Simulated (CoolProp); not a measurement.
Model: reference Helmholtz-energy equation of state, Younglove 1994, in CoolProp. It is a modified Benedict-Webb-Rubin equation, recast in Helmholtz form.

**Question.** Give the vapour pressure (MPa), liquid density (kg/m³), enthalpy of vaporisation (kJ/kg), liquid viscosity (µPa s) of saturated R123 at 376.3, 381.7 K.

**Answer.** 
```json
[
 {"T (K)": "376.3", "p (MPa)": "0.842", "liquid density (kg/m³)": "1240", "enthalpy of vaporisation (kJ/kg)": "132", "liquid viscosity (µPa s)": "182"},
 {"T (K)": "381.7", "p (MPa)": "0.946", "liquid density (kg/m³)": "1220", "enthalpy of vaporisation (kJ/kg)": "129", "liquid viscosity (µPa s)": "172"}
]
```

Viscosity comes from a separate model (Tanaka 1996).
